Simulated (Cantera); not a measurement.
# Premixed flame

A freely propagating, adiabatic, planar premixed flame of H₂ : O₂ : N₂ = 1 : 0.179 : 0.671 (molar parts), equivalence ratio 2.8, unburnt at 475 K and 101000 Pa; mixture-averaged transport, grid criteria slope 0.08 and curve 0.16, no radiation.

Cantera simulation using the H2/O2 subset of GRI-Mech 3.0, which has no nitrogen chemistry; the numbers are that mechanism's predictions, not measurements. Burning velocities carry a grid error of a few per cent, more on coarse grids.

```csv
z (mm),T (K),u (m/s),x H₂,x O₂,x HO₂,x H₂O,x H,x H₂O₂
-1.29,475,5.29,0.541,0.0968,<1e-8,<1e-8,<1e-8,<1e-8
-0.862,475,5.29,0.541,0.0968,<1e-8,<1e-8,<1e-8,<1e-8
-0.646,475,5.29,0.541,0.0968,<1e-8,<1e-8,<1e-8,<1e-8
-0.431,475,5.29,0.540,0.0968,3.74e-7,4.35e-7,<1e-8,<1e-8
-0.215,517,5.71,0.535,0.0968,0.000285,0.00165,0.000191,1.12e-5
-0.108,776,8.33,0.503,0.0893,0.000163,0.0244,0.00663,1.69e-5
0,1133,11.9,0.432,0.0608,6.63e-5,0.0878,0.0331,1.47e-6
0.108,1374,14.3,0.365,0.0207,2.08e-5,0.165,0.0601,4.25e-7
0.215,1482,15.4,0.343,0.00455,4.40e-6,0.197,0.0662,1.99e-7
0.431,1576,16.3,0.344,0.000295,2.69e-7,0.206,0.0591,1.26e-7
0.862,1668,17.2,0.352,4.03e-5,4.25e-8,0.208,0.0467,8.86e-8
1.72,1756,18.0,0.361,2.25e-5,2.58e-8,0.209,0.0339,5.19e-8
3.45,1830,18.6,0.368,1.13e-5,1.42e-8,0.211,0.0228,2.57e-8
```
x: mole fraction of selected species; z is measured from the peak of heat release.

```
Item                         Value
------------------------  --------
laminar burning velocity  529 cm/s
thermal thickness         0.431 mm
peak x(HO₂)               0.000312
peak x(H)                   0.0662
peak x(H₂O₂)               2.19e-5
grid points                    128
```
